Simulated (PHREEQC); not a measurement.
Consider water at 25 °C with 0.021 mol/kgw HF. Closed to the air; pH follows from the charge balance.

Computed with PHREEQC (ion-association model, phreeqc.dat).

Precipitation was switched off in this run.

**Question.** Predict the pH, ionic strength.

**Answer.** pH 2.46; ionic strength 0.00371 mol/kgw.

**Question.** In which forms is F present?

**Answer.** HF 81 %, F- 17 %, HF2- 2.2 % of the F.
